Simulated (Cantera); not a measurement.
Input: 1 mol C2H2, 0.022 mol O2, 9.3 mol N2, 2.9 mol NH3, held at 798.15 K and 1.00 Torr.

Method: chemical equilibrium by Gibbs-energy minimisation in Cantera with the NASA 1993 tables (ideal gas, pure condensed phases). Equilibrium is a limit: real reactors are often held back by kinetics, nucleation or transport.

```json
[
 {"species": "N2", "before": "0.666", "after": "0.594"},
 {"species": "H2", "before": "0.331", "after": "0.349"},
 {"species": "CO", "before": "0.00269", "after": "0.0542"},
 {"species": "CO2", "before": "1.02e-6", "after": "0.00101"},
 {"species": "H2O", "before": "2.92e-5", "after": "0.00152"},
 {"species": "CH4", "before": "0.000202", "after": "9.18e-5"},
 {"species": "C(graphite), mol", "before": "1.95", "after": "0"}
]
```
Gas species are given as mole fractions.

### Question
Name the change that produced these shifts.
A. pressure from 1.00 Torr to 285 Torr
B. C2H2 replaced by CH3OH
C. NH3 from 2.9 to 0.93 mol
D. pressure from 1.00 Torr to 8.25 Torr

### Answer
B, C2H2 replaced by CH3OH
